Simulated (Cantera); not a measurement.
Feed: 1 mol HgO, 8.2 mol H2, at 0.840 bar.

Method: chemical equilibrium by Gibbs-energy minimisation in Cantera with the NASA 1993 tables (ideal gas, pure condensed phases). Candidate condensed phases: H2O, Hg, HgO; 10 gas species. Rates play no part.

log p: log10 of the partial pressure in bar; n: condensed amount in mol.

| T (K) | log p H2 | log p H2O | log p Hg | log p H | log p OH | n Hg(l) |
|---|---|---|---|---|---|---|
| 475 | -0.14 | -1.00 | -1.62 | <-12 | <-12 | 0.756 |
| 575 | -0.18 | -1.04 | -1.04 | <-12 | <-12 | 0 |
| 675 | -0.18 | -1.04 | -1.04 | <-12 | <-12 | 0 |
| 775 | -0.18 | -1.04 | -1.04 | <-12 | <-12 | 0 |
| 875 | -0.18 | -1.04 | -1.04 | -10.39 | <-12 | 0 |
| 975 | -0.18 | -1.04 | -1.04 | (withheld) | <-12 | 0 |
| 1075 | -0.18 | -1.04 | -1.04 | (withheld) | (withheld) | 0 |
| 1175 | -0.18 | -1.04 | -1.04 | -7.00 | -10.02 | 0 |
| 1275 | -0.18 | -1.04 | -1.04 | -6.22 | -9.02 | 0 |
| 1375 | -0.18 | -1.04 | -1.04 | -5.56 | -8.16 | 0 |
| 1475 | -0.18 | -1.04 | -1.04 | -4.98 | -7.42 | 0 |
| 1575 | -0.18 | -1.04 | -1.04 | -4.47 | -6.77 | 0 |

Q: What belongs in the gaps?

A: 
- 975, log p H: -9.03
- 1075, log p H: -7.92
- 1075, log p OH: -11.20
